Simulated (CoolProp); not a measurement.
1,2-dichloroethane along the isobar 2.49 MPa: density (kg/m³) from the reference equation and from simpler models built on Tc = 561.6 K, pc = 5.226 MPa, ω = 0.269; each cubic takes its own stable root.

Computed with CoolProp (reference Helmholtz-energy equation of state, Thol 2015).

```
T (K)   phase  reference  Soave-Redlich-Kwong  Peng-Robinson
-----  ------  ---------  -------------------  -------------
387.9  liquid       1109                971.0           1098
400.4  liquid       1088                950.9           1076
412.8  liquid       1066                929.7           1053
425.3  liquid       1042                906.9           1027
437.7  liquid       1018                882.5           1000
450.2  liquid      992.3                856.0          970.3
462.6  liquid      965.3                827.2          938.0
475.1  liquid      936.2                795.2          901.8
487.5  liquid      904.8                759.5          861.2
500    liquid      869.5                717.8          813.8
```
